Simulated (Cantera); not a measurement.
## Catalytic stagnation flow on Pt

A jet of H₂ : O₂ : N₂ = 0.014 : 0.19 : 0.79 (molar parts), equivalence ratio 0.037 at 300 K and 0.0280 bar hits a platinum plate 2.4 cm away at a mass flux of 0.085 kg/m²/s; the plate temperature is set and raised in steps from an oxygen-covered start.

Model: Deutschmann's 1995 Pt surface mechanism with GRI-Mech 3.0 gas chemistry, integrated in Cantera. Catalytic surfaces can have several steady states; this one follows from the mechanism file's or the stated starting coverage.

| plate T (K) | wall x H₂ | wall x O₂ | wall x H₂O | wall x OH | θ free Pt | θ O* | θ OH* |
|---|---|---|---|---|---|---|---|
| 600 | 0.00554 | 0.182 | 0.0166 | <1e-8 | 0.0501 | 0.948 | 0.00215 |
| 650 | 0.00549 | 0.182 | 0.0166 | <1e-8 | 0.0533 | 0.945 | 0.00145 |
| 700 | 0.00518 | 0.182 | 0.0171 | <1e-8 | 0.0610 | 0.938 | 0.00109 |
| 750 | 0.00436 | 0.181 | 0.0186 | <1e-8 | 0.0821 | 0.917 | 0.000930 |
| 800 | 0.00338 | 0.180 | 0.0203 | <1e-8 | 0.121 | 0.878 | 0.000862 |
| 850 | 0.00260 | 0.179 | 0.0217 | 1.63e-8 | 0.175 | 0.824 | 0.000799 |
| 900 | 0.00207 | 0.179 | 0.0226 | 5.20e-8 | 0.237 | 0.762 | 0.000726 |
x: mole fraction at the wall; θ: surface coverage.
